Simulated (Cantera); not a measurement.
A freely propagating, adiabatic, planar premixed flame of 29.6 % H2, 14.8 % O2, 55.6 % N2, unburnt at 623 K and 180 Torr; mixture-averaged transport, grid criteria slope 0.08 and curve 0.16, no radiation.

Cantera simulation using the H2/O2 subset of GRI-Mech 3.0, which has no nitrogen chemistry; the numbers are that mechanism's predictions, not measurements. Burning velocities carry a grid error of a few per cent, more on coarse grids.

x: mole fraction of selected species; z is measured from the peak of heat release.

```csv
z (mm),T (K),u (m/s),x H2,x O2,x HO2,x H2O2,x O,x OH
-9.19,623,6.91,0.296,0.148,<1e-8,<1e-8,<1e-8,<1e-8
-6.13,623,6.91,0.296,0.148,<1e-8,<1e-8,<1e-8,<1e-8
-4.60,623,6.91,0.296,0.148,<1e-8,<1e-8,<1e-8,<1e-8
-3.06,623,6.91,0.296,0.148,2.71e-7,<1e-8,<1e-8,<1e-8
-1.53,629,6.97,0.295,0.148,…,…,…,…
-0.766,…,8.17,0.274,0.145,…,…,…,…
0,1145,12.2,0.144,0.0991,2.50e-5,1.32e-6,0.00760,0.00359
0.766,1436,15.0,0.0541,0.0419,9.57e-6,1.30e-6,0.0157,0.00942
1.53,1565,16.3,0.0485,0.0343,6.78e-6,8.89e-7,0.0161,0.0122
3.06,1713,17.6,0.0497,0.0308,5.09e-6,4.93e-7,0.0149,0.0151
6.13,1874,19.0,0.0494,0.0272,3.72e-6,2.56e-7,0.0128,0.0177
12.3,2039,20.4,0.0469,0.0234,2.67e-6,1.42e-7,0.0101,0.0194
24.5,2194,21.7,0.0424,0.0195,2.00e-6,9.39e-8,0.00735,0.0196
```

Task: Fill in the missing entries.

Result: 
- -1.53, x HO2: 7.41e-5
- -1.53, x H2O2: 5.92e-7
- -1.53, x O: 6.42e-6
- -1.53, x OH: 2.36e-5
- -0.766, T (K): 746
- -0.766, x HO2: 5.77e-5
- -0.766, x H2O2: 1.53e-6
- -0.766, x O: 0.000259
- -0.766, x OH: 0.000378
